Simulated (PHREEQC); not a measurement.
Make-up at 45 °C: 0.89 mol/kgw HF and 0.0014 mol/kgw NaF. Closed to the air; pH follows from the charge balance.

Model: ion-association model, wateq4f.dat, run in PHREEQC.

This is a speciation only: nothing precipitates in the calculation.

Estimate the pH, activity of water.

pH 1.64; activity of water 0.988.

In which forms is F present?

H2F2 48 %, HF 47 %, HF2- 4.0 %, F- 1.1 % of the F.

wateq4f.dat counts part of the HF as a dimer, H2F2, which phreeqc.dat doesn't know; its constant is uncertain. Constants without temperature data keep their 25 °C values here.
